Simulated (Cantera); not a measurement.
**Equilibrium for iron carbonyl, mercury and lead vapours: PbO + N2 + CH4**

Input: 1 mol PbO, 0.84 mol N2, 0.0019 mol CH4, held at 0.000130 bar.

Method: chemical equilibrium by Gibbs-energy minimisation in Cantera with the NASA 1993 tables (ideal gas, pure condensed phases). Candidate condensed phases: C, C6H6, C7H8, C8H18, H2O, Pb, PbO, PbO2, Pb3O4; 139 gas species. Rates play no part.

From 773 K to 873 K the condensed part is Pb(l) + PbO(yellow). From 898 K to 1048 K the condensed part is PbO(yellow). The main Pb-bearing gas is Pb at 773 K and PbO at 1048 K.

```csv
T (K),x N2,x PbO,x Pb,x H2O,n Pb(l),n PbO(yellow)
773,0.993,1.23e-7,0.000178,0.00449,0.00745,0.992
798,0.993,4.85e-7,0.000441,0.00449,0.00723,0.992
823,0.992,1.75e-6,0.00103,0.00449,0.00673,0.992
848,0.991,5.83e-6,0.00230,0.00448,0.00565,0.992
873,0.988,1.81e-5,0.00489,0.00447,0.00344,0.992
898,0.984,5.28e-5,0.00891,0.00445,0,0.992
923,0.984,0.000145,0.00891,0.00445,0,0.992
948,0.984,0.000377,0.00890,0.00445,0,0.992
973,0.983,0.000930,0.00890,0.00445,0,0.992
998,0.982,0.00219,0.00889,0.00444,0,0.991
1023,0.980,0.00495,0.00887,0.00443,0,0.988
1048,0.974,0.0107,0.00890,0.00440,0,0.983
```
x: gas mole fraction; n: condensed amount in mol.
